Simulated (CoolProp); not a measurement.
Saturation properties of n-butane (Tc = 425.1 K, pc = 37.96 bar, ω = 0.201).

Values from CoolProp's reference Helmholtz-energy equation of state, Bücker 2006.

| T (K) | p (bar) | liquid density (kg/m³) | enthalpy of vaporisation (kJ/kg) | liquid cp (kJ/(kg K)) | surface tension (mN/m) | liquid viscosity (µPa s) |
|---|---|---|---|---|---|---|
| 248.5 | 0.3651 | 626.5 | 406.2 | 2.208 | 17.8 | 264 |
| 261.1 | 0.6387 | 613.5 | 395.7 | 2.258 | 16.2 | 230 |
| 273.7 | 1.054 | 600.1 | 384.8 | 2.314 | 14.7 | 201 |
| 286.3 | 1.655 | 586.3 | 373.2 | 2.376 | 13.3 | 178 |
| 298.9 | 2.490 | 572.0 | 360.7 | 2.445 | 11.8 | 157 |
| 311.5 | 3.613 | 556.9 | 347.3 | 2.521 | 10.4 | 140 |
| 324.1 | 5.082 | 541.1 | 332.7 | [?] | [?] | 124 |
| 336.7 | 6.955 | 524.3 | 316.6 | 2.701 | 7.70 | 111 |
| 349.3 | 9.297 | 506.2 | 298.8 | 2.813 | 6.39 | 98.2 |
| 361.9 | 12.18 | 486.5 | 278.7 | [?] | 5.13 | 86.9 |
| 374.5 | 15.66 | 464.6 | 255.6 | 3.124 | 3.92 | 76.3 |

Problem. Complete the blanks.

Solution. 
- 324.1, liquid cp (kJ/(kg K)): 2.605
- 324.1, surface tension (mN/m): 9.04
- 361.9, liquid cp (kJ/(kg K)): 2.948

It boils at 272.7 K under 1 atm.

Viscosity comes from a separate model (Vogel 1999). Surface tension comes from a separate correlation (Mulero 2012).
